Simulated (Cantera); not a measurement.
Standard-state values (1 bar) from the NASA 1993 polynomials, evaluated with Cantera. Values are per mole of reaction as written; species without (g) are pure solids or liquids, kept so even where they would boil at 1 bar.

C + O₂(g) → CO₂(g), with ΔH° = -393.5 kJ and ΔS° = 2.9 J/K at 300 K.

### Question
How far is the shortcut ΔG° ≈ ΔH°(300 K) − T·ΔS°(300 K) from the full temperature-dependent value at 900, 950, 1000, 1050, 1100, 1150, 1200, 1250 K?

### Answer
| T (K) | shortcut (kJ) | full (kJ) | difference (kJ) | difference in log10 K |
|---|---|---|---|---|
| 900 | -396.1 | -395.7 | -0.4 | 0.02 |
| 950 | -396.3 | -395.8 | -0.5 | 0.03 |
| 1000 | -396.4 | -395.9 | -0.5 | 0.03 |
| 1050 | -396.6 | -395.9 | -0.6 | 0.03 |
| 1100 | -396.7 | -396.0 | -0.7 | 0.03 |
| 1150 | -396.8 | -396.0 | -0.8 | 0.04 |
| 1200 | -397.0 | -396.1 | -0.9 | 0.04 |
| 1250 | -397.1 | -396.1 | -1.0 | 0.04 |
The shortcut ignores the heat-capacity change of the reaction.
